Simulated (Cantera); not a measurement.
A closed system holds: 1 mol SiF4, a varied amount of N2, 0.2 mol H2, at 60000 Pa.

Equilibrium computed with Cantera from the NASA thermochemical tables; the gas is ideal and each condensed phase is pure. Candidate condensed phases: Si, Si3N4; 37 gas species. N2 is the only nitrogen source here; it is nearly inert below about 1500 K, so the nitride shown seldom forms there in practice. The tables' values for SiF2, SiF3 are old estimates. Kinetics and transport are ignored.

Stable condensed phases, one row left out:

```
T in K \ n(N2) in mol
         0.48  0.7    1  1.4  2.1    3  4.3  6.2  8.9   13   18   27
    925     A    A    A    A    A    A    A    A    A    B    B    B
    900     A    A    A    A    A    A    A    A    A    A    A    B
    850     A    A    A    A    A    A    A    A    A    A    A    A
    825     A    A    A    A    A    A    A    A    A    A    A    A
    800     A    A    A    A    A    A    A    A    A    A    A    A
    775     A    A    A    A    A    A    A    A    A    A    A    A
    750     A    A    A    A    A    A    A    A    A    A    A    A
    725     A    A    A    A    A    A    A    A    A    A    A    A
```

A: gas only; B: Si3N4.

Give the row for 875 K.

0.48: gas only; 0.7: gas only; 1: gas only; 1.4: gas only; 2.1: gas only; 3: gas only; 4.3: gas only; 6.2: gas only; 8.9: gas only; 13: gas only; 18: gas only; 27: gas only.
